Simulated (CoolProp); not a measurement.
Vapour-liquid equilibrium of benzene (1) + toluene (2) at 198.15 °C; x and y are mole fractions of (1).

Values from CoolProp's multi-fluid Helmholtz-energy mixture model, Thol 2012 and Lemmon 2006; pair parameters Bell 2016.

| x | bubble pressure (MPa) | y at the bubble point | dew pressure at overall composition x (MPa) | liquid density (mol/L) |
|---|---|---|---|---|
| 0.05 | 0.7564 | 0.081 | 0.7443 | 7.416 |
| 0.2 | 0.8501 | 0.296 | 0.8057 | 7.568 |
| 0.35 | 0.9466 | 0.474 | 0.8774 | 7.724 |
| 0.5 | 1.046 | 0.625 | 0.9622 | 7.884 |
| 0.65 | 1.147 | 0.755 | 1.064 | 8.050 |
| 0.8 | 1.252 | 0.869 | 1.187 | 8.221 |
| 0.95 | 1.359 | 0.969 | 1.338 | 8.397 |

No azeotrope shows between x = 0.05 and 0.95.

Pair parameters are fitted to limited data, so mixtures are less certain than the pure fluids.
